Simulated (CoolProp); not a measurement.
A closed Brayton cycle with nitrogen: compressor inlet 309.15 K and 3.3 MPa, high pressure 8.88 MPa, turbine inlet 630 K, compressor efficiency 0.85, turbine efficiency 0.9, recuperator effectiveness 0.95 (on enthalpy, no pinch check). Each further row changes one setting.

The numbers come from the reference Helmholtz-energy equation of state, Span 2000 in CoolProp.

```json
[
 {"case": "as stated", "thermal efficiency (%)": "15.1", "net work (kJ/kg)": "23.6", "compressor to turbine work": "0.84", "compressor exit (K)": "429.2", "turbine exit (K)": "492.6"},
 {"case": "turbine inlet 580 K", "thermal efficiency (%)": "8.1", "net work (kJ/kg)": "11.5", "compressor to turbine work": "0.92", "compressor exit (K)": "429.2", "turbine exit (K)": "452.4"},
 {"case": "compressor inlet 319.15 K", "thermal efficiency (%)": "12.5", "net work (kJ/kg)": "19.3", "compressor to turbine work": "0.87", "compressor exit (K)": "442.9", "turbine exit (K)": "492.6"},
 {"case": "high pressure 7.55 MPa", "thermal efficiency (%)": "18.4", "net work (kJ/kg)": "25.1", "compressor to turbine work": "0.80", "compressor exit (K)": "407.1", "turbine exit (K)": "512.9"},
 {"case": "recuperator effectiveness 0.5", "thermal efficiency (%)": "12.6", "net work (kJ/kg)": "23.6", "compressor to turbine work": "0.84", "compressor exit (K)": "429.2", "turbine exit (K)": "492.6"}
]
```
